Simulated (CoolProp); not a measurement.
R125 along the isotherm -39.85 °C: density (kg/m³) from the reference equation and from simpler models built on Tc = 66.0 °C, pc = 3.618 MPa, ω = 0.305; each cubic takes its own stable root.

The numbers come from the reference Helmholtz-energy equation of state, Lemmon 2005 in CoolProp.

```
p (MPa)   phase  reference  Redlich-Kwong  Soave-Redlich-Kwong
-------  ------  ---------  -------------  -------------------
1.64     liquid          …           1301                 1361
3.29     liquid       1495           1313                 1369
4.93     liquid       1500           1324                 1377
6.58     liquid       1506           1335                 1385
8.22     liquid       1511           1344                 1392
9.87     liquid          …              …                 1399
11.5     liquid       1521           1362                 1405
13.2     liquid       1526              …                    …
14.8     liquid       1531           1377                 1417
16.4     liquid          …           1384                 1423
18.1     liquid       1539           1391                    …
```

Q: What belongs in the gaps?

A: 
- 1.64, reference: 1489
- 9.87, reference: 1516
- 9.87, Redlich-Kwong: 1353
- 13.2, Redlich-Kwong: 1370
- 13.2, Soave-Redlich-Kwong: 1412
- 16.4, reference: 1535
- 18.1, Soave-Redlich-Kwong: 1428
